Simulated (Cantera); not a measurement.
Gas mixture: N2O = 0.68 (molar parts), at 1.00 bar, frozen composition.

Cantera's kinetic-theory transport with the Lennard-Jones parameters of GRI-Mech 3.0, ideal gas; thermal conductivity in the multicomponent form. The composition is frozen, though it would react at the higher temperatures.

D: mixture-averaged diffusion coefficient of that species in the mixture.

```
T (K)  ρ (kg/m³)  cp (J/kg/K)   μ (µPa s)  λ (mW/m/K)     Pr  D (cm²/s) C2H2  D (cm²/s) O  D (cm²/s) OH
-----  ---------  -----------  ----------  ----------  -----  --------------  -----------  ------------
400         1.32        970.3        19.5        25.3  0.746           0.213        0.425         0.416
550        0.962         1073        25.5        36.7  0.745           0.382        0.742         0.726
700        0.756         1150        30.8        47.7  0.743           0.586         1.12          1.10
850        0.623         1210        35.6        58.1  0.741           0.823         1.56          1.53
1000       0.529         1255        40.0        67.9  0.740            1.09         2.05          2.01
1150       0.460         1285  (withheld)  (withheld)  0.738      (withheld)   (withheld)    (withheld)
1300       0.407         1311        48.0  (withheld)  0.737      (withheld)   (withheld)    (withheld)
1450       0.365         1334        51.7        93.8  0.736            2.05         3.82          3.74
1600       0.331         1353        55.2         102  0.735            2.42         4.50          4.40
```

What belongs in the gaps?


- 1150, μ (µPa s): 44.1
- 1150, λ (mW/m/K): 76.8
- 1150, D (cm²/s) C2H2: 1.38
- 1150, D (cm²/s) O: 2.59
- 1150, D (cm²/s) OH: 2.54
- 1300, λ (mW/m/K): 85.5
- 1300, D (cm²/s) C2H2: 1.70
- 1300, D (cm²/s) O: 3.18
- 1300, D (cm²/s) OH: 3.11
